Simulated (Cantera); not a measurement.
A perfectly stirred reactor is fed with H2 : O2 = 0.068 : 1 (molar parts), equivalence ratio 0.034, at 0.0133 bar; it is held at 1425 K, and followed from long to short residence time.

Model: GRI-Mech 3.0 (53 species, 325 reactions), integrated in Cantera. Radical loss at walls, strong at low pressure, is not modelled. The temperature is held fixed by assumption; the heat of reaction is taken as removed at once.

One state of this run: x H2 = 0.00704; x O2 = 0.890; x H = 0.00956; x OH = 0.00987; x H2O = 0.0469; x HO2 = 2.33e-6. x: mole fraction; the columns are a selection and need not sum to one.

Which value of τ (s) does it belong to?
A. 0.10
B. 0.0011
C. 0.00011
D. 0.32

B, 0.0011
